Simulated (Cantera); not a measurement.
An isothermal, constant-pressure homogeneous reactor starts with C₂H₆ : N₂ = 1 : 65 (molar parts), at 1450 K and 0.140 bar.

Detailed kinetics in Cantera: GRI-Mech 3.0 (53 species, 325 reactions). GRI-Mech 3.0 stops at C3 and has no aromatics, soot or wall deposition, so with more carbon than oxygen in the feed, carbon stays in small species such as C2H2 where larger ones or solid carbon would form.

Task: Predict: x(C₂H₆) at 40.0 s; x(CH₄) at 40.0 s; x(CH₃) at 40.0 s; x(H₂) at 40.0 s; x(C₂H₄) at 40.0 s.

Result: x(C₂H₆) at 40.0 s: 1.21e-7 (gas-phase equilibrium 2.77e-10)
x(CH₄) at 40.0 s: 0.00142 (gas-phase equilibrium 5.42e-5)
x(CH₃) at 40.0 s: 3.97e-6 (gas-phase equilibrium 1.62e-7)
x(H₂) at 40.0 s: 0.0273 (gas-phase equilibrium 0.0293)
x(C₂H₄) at 40.0 s: 2.65e-5 (gas-phase equilibrium 5.27e-6)
